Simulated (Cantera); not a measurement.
Input: 1 mol SiH4, 19 mol NH3, equilibrated at 42.0 Pa.

Equilibrium computed with Cantera from the NASA thermochemical tables; the gas is ideal and each condensed phase is pure. Candidate condensed phases: Si, Si3N4; 18 gas species. The tables' values for SiN are old estimates; treat these amounts as uncertain. Gases not in the tables: Si2H6 and higher silanes. Rates play no part.

**Question.** At 1725 K, list the 5 most abundant gas species with their mole fractions, and the condensed phases.

**Answer.** H2 0.754, N2 0.236, H 0.00787, Si 0.00242, SiH 6.15e-5. Condensed: Si(l).
